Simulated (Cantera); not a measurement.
Adiabatic ignition

An adiabatic, constant-volume homogeneous reactor starts with CH₄ : O₂ : N₂ = 1 : 1.11 : 4.18 (molar parts), equivalence ratio 1.8, at 1550 K and 1580 Torr.

Detailed kinetics in Cantera: GRI-Mech 3.0 (53 species, 325 reactions).

```tsv
t (s)	T (K)	P (bar)	x CH₄	x O₂	x NO	x CH₂O	x HCO	x H₂O	x OH
3.00e-6	1550	2.10	0.159	0.176	<1e-12	6.95e-8	1.13e-12	4.47e-7	1.77e-8
6.68e-6	1550	2.10	0.159	0.176	<1e-12	3.86e-7	6.78e-12	1.54e-6	3.20e-8
1.49e-5	1550	2.10	0.159	0.176	<1e-12	2.31e-6	4.75e-11	6.43e-6	6.83e-8
3.32e-5	1550	2.10	0.159	0.176	<1e-12	1.52e-5	4.39e-10	3.13e-5	1.60e-7
7.39e-5	1550	2.10	0.159	0.176	<1e-12	9.73e-5	4.83e-9	0.000162	3.72e-7
0.000165	1554	2.11	0.158	0.176	1.36e-12	0.000490	4.17e-8	0.000847	8.88e-7
0.000367	1591	2.16	0.149	0.170	1.86e-11	0.00236	6.43e-7	0.00687	5.27e-6
0.000818	2897	4.55	2.54e-11	0.000286	0.00115	2.65e-8	8.64e-7	0.140	0.00656
0.00182	2896	4.54	2.56e-11	0.000283	0.00131	2.66e-8	8.62e-7	0.140	0.00653
0.00406	2896	4.54	2.56e-11	0.000283	0.00132	2.66e-8	8.62e-7	0.140	0.00653
0.00904	2896	4.54	2.56e-11	0.000283	0.00132	2.66e-8	8.62e-7	0.140	0.00653
0.0201	2896	4.54	2.56e-11	0.000283	0.00132	2.66e-8	8.62e-7	0.140	0.00653
0.0449	2896	4.54	2.56e-11	0.000283	0.00132	2.66e-8	8.62e-7	0.140	0.00653
0.100	2896	4.54	2.56e-11	0.000283	0.00132	2.66e-8	8.62e-7	0.140	0.00653
```
x: mole fraction; the columns are a selection and need not sum to one.

* **time of steepest temperature rise**: 0.486 ms
* **temperature at 0.100 s**: 2896 K
* **equilibrium temperature**: 2896 K
* **x(CH₄) at 0.100 s**: 2.56e-11 (gas-phase equilibrium 2.90e-11)
* **x(O₂) at 0.100 s**: 0.000283 (gas-phase equilibrium 0.000283)
* **x(NO) at 0.100 s**: 0.00132 (gas-phase equilibrium 0.00132)
